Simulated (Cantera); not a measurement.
An isothermal plug-flow reactor at 650 K and 278 Torr (inlet), inlet velocity 0.57 m/s, active area per volume 2300 1/m; feed 3.25 % H₂, 13.3 % O₂, 83.4 % N₂.

Detailed kinetics in Cantera: Deutschmann's 1995 Pt surface mechanism with GRI-Mech 3.0 gas chemistry. Catalytic surfaces can have several steady states; this one follows from the mechanism file's or the stated starting coverage. Mass transfer to the wall is taken as infinitely fast.

x: gas mole fraction; θ: surface coverage.

```csv
z (m),x H₂,x O₂,x H₂O,θ free Pt,θ O*,θ OH*
5.8e-05,0.00772,0.123,0.0252,0.108,0.883,0.00894
9.7e-05,0.00503,0.121,0.0279,0.0715,0.921,0.00761
0.00016,0.00321,0.121,0.0298,0.0460,0.948,0.00631
0.00027,[?],0.120,0.0311,[?],0.966,[?]
0.00045,0.00118,0.120,0.0319,0.0178,0.978,0.00406
0.00075,0.000696,0.119,0.0324,0.0113,0.985,0.00327
0.0012,[?],0.119,0.0326,[?],0.989,[?]
0.0021,0.000195,0.119,0.0329,0.00568,0.992,0.00234
0.0035,7.93e-5,0.119,0.0330,0.00469,0.993,0.00213
0.0058,2.20e-5,0.119,0.0330,0.00425,0.994,0.00203
```

**Question.** Complete the blanks.

**Answer.** 
- 0.00027, x H₂: 0.00196
- 0.00027, θ free Pt: 0.0284
- 0.00027, θ OH*: 0.00507
- 0.0012, x H₂: 0.000410
- 0.0012, θ free Pt: 0.00790
- 0.0012, θ OH*: 0.00275
